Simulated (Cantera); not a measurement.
**Equilibrium for silicon nitride deposition: SiH2Cl2 + NH3 + N2**

Feed: 1 mol SiH2Cl2, 0.22 mol NH3, 1.2 mol N2.

Equilibrium computed with Cantera from the NASA thermochemical tables; the gas is ideal and each condensed phase is pure. Candidate condensed phases: NH4Cl, Si, Si3N4; 28 gas species. Mutual solubility and eutectic melting of coexisting phases are not modelled. The tables' values for SiCl3 are old estimates. Equilibrium is a limit: real reactors are often held back by kinetics, nucleation or transport.

Stable condensed phases:

```
T in °C \ P in Pa
              5     15     45    140    410   1200   3700  11000  33000 100000
   1627       A      A      B      B      B      B      B      B      C      C
   1552       A      B      B      B      B      B      D      C      C      C
   1477       B      B      B      B      B      C      C      C      C      C
   1402       B      B      B      B      C      C      C      C      C      C
   1327       B      B      B      C      C      C      C      C      C      C
   1252       B      B      C      C      C      C      C      C      C      C
   1177       D      C      C      C      C      C      C      C      C      C
   1102       C      C      C      C      C      C      C      C      C      C
   1027       C      C      C      C      C      C      C      C      C      C
    952       C      C      C      C      C      C      C      C      C      C
```

A: gas only; B: Si; C: Si3N4; D: Si + Si3N4.
